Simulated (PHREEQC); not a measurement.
# Acid mine or pickling water: an equilibrium model

A made-up water analysis in mg/L, 35 °C, pH 2.8, pe 8.1:

| constituent | mg/L |
|---|---|
| Na | 29.6 |
| K | 103 |
| Ca | 526 |
| Mg | 48.3 |
| Cl | 50.5 |
| S(6) as SO4 | 1670 |
| Sr | 2.43 |
| Zn | 1.37 |

Valence states are taken as typed.

Model: ion-association model, phreeqc.dat, run in PHREEQC.

The ionic strength is 0.0466 mol/kgw and the specific conductance is 3940 µS/cm. The total alkalinity comes out as -3.12 meq/kg and the charge-balance error is 2.3 %.

| species | molality | activity | log γ |
|---|---|---|---|
| SO4-2 | 0.0110 | 0.00513 | -0.332 |
| Ca+2 | 0.00896 | 0.00426 | -0.323 |
| CaSO4 | 0.00413 | 0.00418 | 0.005 |
| K+ | 0.00253 | 0.00206 | -0.089 |
| H+ | 0.00186 | 0.00159 | -0.068 |
| Cl- | 0.00143 | 0.00117 | -0.088 |
| Na+ | 0.00126 | 0.00104 | -0.083 |
| HSO4- | 0.00120 | 0.000991 | -0.085 |
| Mg+2 | 0.00114 | 0.000556 | -0.313 |
| MgSO4 | 0.000849 | 0.000858 | 0.005 |
| KSO4- | 0.000106 | 8.81e-5 | -0.081 |
| CaHSO4+ | 6.17e-5 | 5.08e-5 | -0.085 |

This is a speciation only: nothing precipitates in the calculation.
